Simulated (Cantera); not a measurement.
An adiabatic, constant-pressure homogeneous reactor starts with CH4 : H2 : O2 : N2 = 1 : 0.54 : 3.29 : 12.4 (molar parts), equivalence ratio 0.69, at 1748 K and 563 Torr. Integrator tolerance rtol = 1e-08.

Computed with Cantera and GRI-Mech 3.0 (53 species, 325 reactions).

```csv
quantity,before,after
time of steepest temperature rise,79.1 µs,8.55 µs
temperature at 7.00 s,2697 K,2848 K
equilibrium temperature,2697 K,2848 K
x(CH4) at 7.00 s,<1e-12 (gas-phase equilibrium <1e-12),<1e-12 (gas-phase equilibrium <1e-12)
x(H2) at 7.00 s,0.00872 (gas-phase equilibrium 0.00872),0.00484 (gas-phase equilibrium 0.00484)
x(O2) at 7.00 s,0.0555 (gas-phase equilibrium 0.0555),0.0520 (gas-phase equilibrium 0.0520)
x(CH3) at 7.00 s,<1e-12 (gas-phase equilibrium <1e-12),<1e-12 (gas-phase equilibrium <1e-12)
x(CH2) at 7.00 s,<1e-12 (gas-phase equilibrium <1e-12),<1e-12 (gas-phase equilibrium <1e-12)
x(NO2) at 7.00 s,5.04e-6 (gas-phase equilibrium 5.04e-6),1.90e-5 (gas-phase equilibrium 1.90e-5)
x(CH2CO) at 7.00 s,<1e-12 (gas-phase equilibrium <1e-12),<1e-12 (gas-phase equilibrium <1e-12)
```

Question: Which change was made?
A) pressure from 563 Torr to 1200 Torr
B) pressure from 563 Torr to 750 Torr
C) N2 12.4 to 33 parts
D) pressure from 563 Torr to 7500 Torr

Answer: D, pressure from 563 Torr to 7500 Torr
